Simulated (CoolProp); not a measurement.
A single-stage vapour-compression cycle with the fluid: evaporating at 212.15 K (dew point), condensing at 240.15 K (bubble point), superheat 2 K, subcooling 0 K, compressor efficiency 0.9, no pressure losses. The same conditions are run with several fluids, on thermodynamics alone (safety and materials aside).

Values from CoolProp's reference Helmholtz-energy equation of state of each fluid (R507A: Lemmon 2003; R152A: Outcalt 1996; R13: Platzer 1990; ammonia: Gao 2020; ethylene: Smukala 2000; hydrogen sulfide: Lemmon 2006). The equations of Platzer and Polt are older, rougher fits. Blends and air are pseudo-pure fits.

```csv
fluid,cooling COP,pressure ratio,discharge temperature (K),refrigerating effect (kJ/kg),volumetric capacity (kJ/m³)
R507A,6.08,3.89,255.8,172,476
R152A,6.15,(withheld),(withheld),318,168
R13,5.83,(withheld),256.3,(withheld),(withheld)
ammonia,5.84,5.04,325.0,(withheld),(withheld)
ethylene,5.53,(withheld),269.0,333,4380
hydrogen sulfide,5.97,3.47,299.8,493,943
```

Q: Complete the blanks.

A: 
- R152A, pressure ratio: 4.76
- R152A, discharge temperature (K): 273.4
- R13, pressure ratio: 2.84
- R13, refrigerating effect (kJ/kg): 113
- R13, volumetric capacity (kJ/m³): 1930
- ammonia, refrigerating effect (kJ/kg): 1330
- ammonia, volumetric capacity (kJ/m³): 262
- ethylene, pressure ratio: 2.45
